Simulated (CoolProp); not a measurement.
2000 sccm (0 °C, 1 atm) of nitrogen bubbles through liquid water at 285.5 K and leaves saturated at a total pressure of 0.0181 MPa (ideal gas phase). Each further row changes one setting.

Model: reference Helmholtz-energy equation of state, Wagner 2002, in CoolProp.

```csv
case,vapour pressure (kPa),mole fraction of vapour,delivery (mg/min),delivery (sccm),change of delivery for a bath 1 K warmer (%)
as stated,1.44,0.0793,138,172,7.4
bath temperature 290.5 K,1.98,0.109,198,246,7.4
total pressure 0.0362 MPa,1.44,0.0397,66.4,82.6,7.1
```
